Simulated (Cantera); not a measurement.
A closed system holds: 1 mol Si2H6, a varied amount of CO2, 1.2 mol N2, held at 1573.15 K and 27.0 Pa.

Method: chemical equilibrium by Gibbs-energy minimisation in Cantera with the NASA 1993 tables (ideal gas, pure condensed phases). Candidate condensed phases: C, C6H6, C7H8, C8H18, H2O, Si, SiC, SiO2, Si2N2O, Si3N4; 151 gas species. The feed counts by its element totals alone. Mutual solubility and eutectic melting of coexisting phases are not modelled. Rates play no part.

Task: Which condensed phases are stable at each of these points (n(CO2) (mol)): 0.22, 0.44, 0.67, 0.89, 1.1, 1.3, 1.6, 1.8, 2?

Result: 
| n(CO2) (mol) | condensed phases | Si condensed (%) |
|---|---|---|
| 0.22 | Si(s) + SiC(s) + Si2N2O(s) | 89.1 |
| 0.44 | Si(s) + SiC(s) + Si2N2O(s) | 85.1 |
| 0.67 | SiC(s) + Si2N2O(s) | 58.9 |
| 0.89 | SiC(s) + Si2N2O(s) | 40.6 |
| 1.1 | SiC(s) + Si2N2O(s) | 25.4 |
| 1.3 | SiC(s) | 17.5 |
| 1.6 | SiC(s) | 10.0 |
| 1.8 | SiC(s) | 5.0 |
| 2 | gas only | 0.0 |

From 0.22 mol CO2 to 0.44 mol CO2 the condensed part is Si(s) + SiC(s) + Si2N2O(s). From 0.67 mol CO2 to 1.1 mol CO2 the condensed part is SiC(s) + Si2N2O(s). From 1.3 mol CO2 to 1.8 mol CO2 the condensed part is SiC(s). At 2 mol CO2 nothing is condensed.
